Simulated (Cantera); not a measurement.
Input (Python, Cantera) and output of one run.

```python
import numpy as np
import cantera as ct

gas_names = """
    B BF BF2 BF3 BH BHF2 BH2 BH3 BN B2 F F2 H HF H2 H2F2 H3F3 H4F4 H5F5 H6F6 H7F7 N NF NF2 NF3 NH NH2
    NH3 N2 N2H2 N2H4
""".split()
cond_names = """
    B(b) B(L) BN(s)
""".split()


# ... load() reads the species with a 1 bar reference pressure and builds the phases ...
atoms = {
    'BN': {'B': 1, 'N': 1},
    'H2': {'H': 2},
    'F2': {'F': 2},
}
top_T = {'BN(s)': 3200}  # K; cautious upper limits of use, not melting points


# ... equilibrate(T, P, feed) seeds the gas with the atoms and calls Mixture.equilibrate('TP', solver="vcs", rtol=1e-11, max_steps=5000) ...
results = []
feed = {'BN': 1, 'H2': 1, 'F2': 2.8}  # mol
T = 1825  # K
P = 140  # Pa
mix = equilibrate(T, P, feed)
results.append((T, P, feed, dict(zip(mix.species_names, mix.species_moles))))
print(gas.report(threshold=1e-06))
for i in range(1, mix.n_phases):
    print(f"{mix.phase(i).name:16s} {mix.phase_moles(i):12.5e} mol")
```

Result:

```
       temperature   1825 K
          pressure   140 Pa
           density   0.0002998 kg/m^3
  mean mol. weight   32.494 kg/kmol
   phase of matter   gas

                          1 kg             1 kmol
                     ---------------   ---------------
          enthalpy       -1.0379e+07       -3.3726e+08  J
   internal energy       -1.0846e+07       -3.5244e+08  J
           entropy             10099        3.2814e+05  J/K
    Gibbs function       -2.8809e+07       -9.3612e+08  J
 heat capacity c_p              1336             43412  J/K
 heat capacity c_v            1080.1             35098  J/K

                      mass frac. Y      mole frac. X     chem. pot. / RT
                     ---------------   ---------------   ---------------
               BF3           0.50896            0.2439           -121.08
                 F          0.085563           0.14634           -24.927
                HF           0.30034            0.4878           -49.622
                N2           0.10514           0.12195           -35.311
     [  +27 minor]        7.9326e-07         6.962e-07

B(b)              0.00000e+00 mol
BN(s)             0.00000e+00 mol
```

Equilibrium computed with Cantera from the NASA thermochemical tables; the gas is ideal and each condensed phase is pure.
